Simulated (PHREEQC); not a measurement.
A solution holds 0.0096 mol NaHCO3 and 0.00059 mol NaOH per kg of water, at 30 °C. Closed to the air; pH follows from the charge balance.

All values are PHREEQC results (ion-association model, wateq4f.dat), not measurements.

Precipitation was switched off in this run.

Q: Order these C species by the share of C that they hold, largest first: HCO3-, NaHCO3, CO3-2, NaCO3-, CO2.

A: HCO3- (93 %), CO3-2 (5.4 %), NaCO3- (0.85 %), NaHCO3 (0.43 %), CO2 (0.22 %)

The pH is 8.91 and the ionic strength 0.0106 mol/kgw. Complexes and solids missing from the database can't appear.
